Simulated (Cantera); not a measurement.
An isothermal, constant-pressure homogeneous reactor starts with H₂ : O₂ = 0.29 : 1 (molar parts), equivalence ratio 0.14, at 1223 K and 0.00168 atm.

Detailed kinetics in Cantera: the H2/O2 subset of GRI-Mech 3.0, which has no nitrogen chemistry. Radical loss at walls, strong at low pressure, is not modelled. The temperature is held fixed by assumption; the heat of reaction is taken as removed at once.

One state of this run: x H₂ = 0.00112; x O₂ = 0.739; x H₂O = 0.248; x O = 0.00658; x OH = 0.00382; x H₂O₂ = 5.12e-8; x H = 0.00190. x: mole fraction; the columns are a selection and need not sum to one.

**Question.** Which value of t (s) does it belong to?
(A) 2.12
(B) 0.0106
(C) 0.150
(D) 0.0399

**Answer.** A, 2.12
